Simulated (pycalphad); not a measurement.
An equivalent pycalphad script:

```python
from pycalphad import Database, equilibrium, calculate, variables as v
import numpy as np
db = Database('COST507.tdb')
comps = ['FE', 'SI', 'VA']
phases = ['BCC_B2', 'DIAMOND_A4', 'FCC_A1', 'FE2SI', 'FE5SI3', 'FESI', 'FESI2_H', 'FESI2_L', 'LIQUID']
eq = equilibrium(db, comps, phases, {v.X('SI'): 0.0811, v.T: np.arange(2250, 499, -75), v.P: 101325, v.N: 1}, output=['HM', 'SM'])
```

CALPHAD calculation (pycalphad, COST 507 light-alloy database (1999)), 1 atm. The database dates from 1999; later assessments differ in places, in temperatures and in the compounds included. Amounts are mole fractions of atoms. Diffusion is slow at the low end, where real alloys seldom reach equilibrium.

Results at three of the temperatures:

```
T = 2100.00 K, P = 101325 Pa, N = 1 mol of atoms
G = -147126 J/mol, H = 73898 J/mol, S = 105.25 J/(mol K)  (SER reference)
chemical potentials (J/mol): Fe -139870, Si -229341
phase             fraction      x(Fe)      x(Si)
LIQUID              1.0000     0.9189     0.0811
```

```
T = 1800.00 K, P = 101325 Pa, N = 1 mol of atoms
G = -116553 J/mol, H = 60557 J/mol, S = 98.39 J/(mol K)  (SER reference)
chemical potentials (J/mol): Fe -108854, Si -203788
phase             fraction      x(Fe)      x(Si)
LIQUID              1.0000     0.9189     0.0811
```

```
T = 1350.00 K, P = 101325 Pa, N = 1 mol of atoms
G = -77736 J/mol, H = 29212 J/mol, S = 79.22 J/(mol K)  (SER reference)
chemical potentials (J/mol): Fe -69958, Si -165863
phase             fraction      x(Fe)      x(Si)
BCC_A2              1.0000     0.9189     0.0811
```

Changes of the phase set, refined by bisection:

```json
[
 {"T (K)": "1739.5", "phases above": "liquid", "phases below": "bcc + liquid"},
 {"T (K)": "1716.3", "phases above": "bcc + liquid", "phases below": "bcc"},
 {"T (K)": "751.1", "phases above": "bcc", "phases below": "ordered bcc (B2)"}
]
```

BCC_A2 is bcc.
